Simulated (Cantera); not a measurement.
## Counterflow diffusion flame

A counterflow diffusion flame at 750 Torr, nozzles 20 mm apart: fuel side 47.2 % CO, 40.6 % H2, 12.3 % CH4 at 375 K, oxidiser side 24.0 % O2, 76.0 % N2 at 775 K, fuel mass flux 0.99 times the oxidiser's; mixture-averaged transport, no radiation.

Model: GRI-Mech 3.0 (53 species, 325 reactions), integrated in Cantera. GRI-Mech 3.0 has no aromatics or soot, which form on the fuel side of real flames. The maximum strain rate includes the flame's own expansion and is several times the mean.

```
oxidiser flux (kg/m²/s)  max strain (1/s)  mean strain (1/s)  T max (K)  peak x OH  peak x H  peak x NO  peak x CO  peak x C2H2
-----------------------  ----------------  -----------------  ---------  ---------  --------  ---------  ---------  -----------
0.6                                   488                125       2385     0.0181    0.0112   0.000400      0.496      0.00458
0.78                                  622                162       2350     0.0181    0.0120   0.000321      0.495      0.00466
1                                     784                208       2317     0.0180    0.0128   0.000266      0.495      0.00475
1.3                                  1000                270       2283     0.0179    0.0137   0.000222      0.494      0.00483
1.7                                  1290                353       2252     0.0179    0.0146   0.000188      0.495      0.00492
2.2                                  1640                457       2223     0.0178    0.0156   0.000162      0.494      0.00497
2.8                                  2060                582       2193     0.0175    0.0164   0.000140      0.494      0.00497
3.7                                  2690                768       2160     0.0171    0.0174   0.000118      0.494      0.00490
4.8                                  3440                997       2131     0.0166    0.0183   0.000101      0.494      0.00478
6.2                                  4390               1290       2104     0.0162    0.0191    8.50e-5      0.494      0.00459
```
x: mole fraction; the columns are a selection and need not sum to one.
